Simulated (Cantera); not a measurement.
Charge: 1 mol Si₂H₆, 0.49 mol CO₂, 0.51 mol H₂, at 158 Torr.

Cantera equilibrium calculation (NASA polynomials, part measured and part estimated; ideal gas, pure solids and liquids). Candidate condensed phases: C, C₆H₆, C₇H₈, C₈H₁₈, H₂O, Si, SiC, SiO₂; 123 gas species. The feed counts by its element totals alone. Mutual solubility and eutectic melting of coexisting phases are not modelled. The tables hold silica as quartz up to 1696 K and as liquid above; real silica turns to tridymite and cristobalite and melts near 1996 K. Equilibrium is a limit: real reactors are often held back by kinetics, nucleation or transport.

x: gas mole fraction; n: condensed amount in mol.

```
T (°C)   x H₂    x CH₄   x SiO       x H   x SiH₄  n Si(s)  n SiC(s)  n SiO₂(α-quartz)  n SiO₂(β-quartz)
------  -----  -------  ------  --------  -------  -------  --------  ----------------  ----------------
352     1.000  2.02e-5  <1e-12    <1e-12  1.50e-8     1.02     0.490             0.490                 0
402     1.000  1.73e-5  <1e-12    <1e-12  2.16e-8     1.02     0.490             0.490                 0
452     1.000  1.50e-5  <1e-12    <1e-12  2.93e-8     1.02     0.490             0.490                 0
502     1.000  1.30e-5  <1e-12  2.16e-12  3.81e-8     1.02     0.490             0.490                 0
552     1.000  1.15e-5  <1e-12  1.73e-11  4.77e-8     1.02     0.490             0.490                 0
602     1.000  1.02e-5     ___  1.09e-10  5.81e-8     1.02     0.490                 0             0.490
652     1.000  9.11e-6     ___  5.68e-10  6.90e-8     1.02     0.490                 0             0.490
702     1.000  8.21e-6     ___   2.50e-9  8.05e-8     1.02     0.490                 0             0.490
752     1.000  7.45e-6     ___   9.51e-9  9.24e-8     1.02     0.490                 0             0.490
802     1.000  6.81e-6     ___   3.20e-8  1.05e-7     1.02     0.490                 0             0.490
852     1.000  6.27e-6     ___   9.70e-8  1.17e-7     1.02     0.490                 0             0.490
902     1.000  5.80e-6     ___   2.68e-7  1.30e-7     1.02     0.490                 0             0.490
952     1.000  5.40e-6     ___   6.80e-7  1.43e-7     1.02     0.490                 0             0.490
```

### Question
Fill in the missing entries.

### Answer

- 602, x SiO: 6.27e-12
- 652, x SiO: 8.35e-11
- 702, x SiO: 8.49e-10
- 752, x SiO: 6.86e-9
- 802, x SiO: 4.55e-8
- 852, x SiO: 2.54e-7
- 902, x SiO: 1.22e-6
- 952, x SiO: 5.17e-6
